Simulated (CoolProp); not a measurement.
Vapour-liquid equilibrium of R152A (1) + methanol (2) at 0.194 MPa; x and y are mole fractions of (1).

The numbers come from the multi-fluid Helmholtz-energy mixture model, Outcalt 1996 and de Reuck 1993; pair parameters Bell 2016 in CoolProp.

| x | bubble temperature (K) | y at the bubble point | dew temperature at overall composition x (K) | liquid density (mol/L) |
|---|---|---|---|---|
| 0.05 | 312.8 | 0.820 | 353.6 | 23.40 |
| 0.2 | 283.3 | 0.962 | 348.8 | 22.28 |
| 0.35 | 278.5 | 0.973 | 343.3 | 20.62 |
| 0.5 | 276.0 | 0.978 | 336.5 | 19.06 |
| 0.65 | 273.3 | 0.983 | 327.8 | 17.64 |
| 0.8 | 269.9 | 0.990 | 315.0 | 16.36 |
| 0.95 | 266.2 | 0.997 | 288.1 | 15.18 |

No azeotrope shows between x = 0.05 and 0.95.

The pair parameters rest on a limited set of measurements; away from them the model extrapolates. With so large a gap from Raoult's law the liquid may split in two, which this calculation doesn't test in full.
